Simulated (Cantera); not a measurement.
An isothermal, constant-pressure homogeneous reactor starts with 5.56 % C₂H₆, 94.4 % N₂, at 1400 K and 0.0970 bar.

Cantera simulation using GRI-Mech 3.0 (53 species, 325 reactions); the numbers are that mechanism's predictions, not measurements. GRI-Mech 3.0 stops at C3 and has no aromatics, soot or wall deposition, so with more carbon than oxygen in the feed, carbon stays in small species such as C2H2 where larger ones or solid carbon would form.

x: mole fraction; the columns are a selection and need not sum to one.

| t (s) | x C₂H₆ | x CH₃ | x H₂ | x HCN | x C₂H₂ | x C₂H₄ | x C₂H |
|---|---|---|---|---|---|---|---|
| 0.000300 | 0.0537 | 0.000797 | 0.000975 | 2.98e-9 | 2.14e-6 | 0.00103 | 2.17e-11 |
| 0.000862 | 0.0464 | 0.00126 | 0.00642 | 2.31e-8 | 0.000117 | 0.00682 | 6.54e-10 |
| 0.00248 | 0.0277 | 0.00104 | 0.0213 | 4.91e-8 | 0.00160 | 0.0209 | 3.43e-9 |
| 0.00711 | 0.00538 | 0.000452 | 0.0439 | 7.19e-8 | 0.00972 | 0.0309 | 1.15e-8 |
| 0.0204 | 0.000284 | 0.000100 | 0.0592 | 7.78e-8 | 0.0221 | 0.0222 | 7.62e-9 |
| 0.0587 | 1.95e-5 | 2.83e-5 | 0.0665 | 7.76e-8 | 0.0295 | 0.0147 | 2.88e-9 |
| 0.169 | (withheld) | (withheld) | 0.0716 | 7.72e-8 | (withheld) | (withheld) | 1.45e-9 |
| 0.485 | 1.86e-6 | 1.06e-5 | 0.0767 | 7.68e-8 | 0.0401 | 0.00368 | 1.45e-9 |
| 1.39 | 1.75e-6 | 1.08e-5 | 0.0798 | 7.66e-8 | 0.0432 | 0.000488 | 1.61e-9 |
| 4.00 | 1.68e-6 | 1.07e-5 | 0.0804 | 7.67e-8 | 0.0435 | (withheld) | 1.63e-9 |

### Question
Some entries are withheld; supply them.

### Answer

- 0.169, x C₂H₆: 2.97e-6
- 0.169, x CH₃: 1.22e-5
- 0.169, x C₂H₂: 0.0348
- 0.169, x C₂H₄: 0.00925
- 4.00, x C₂H₄: 0.000298
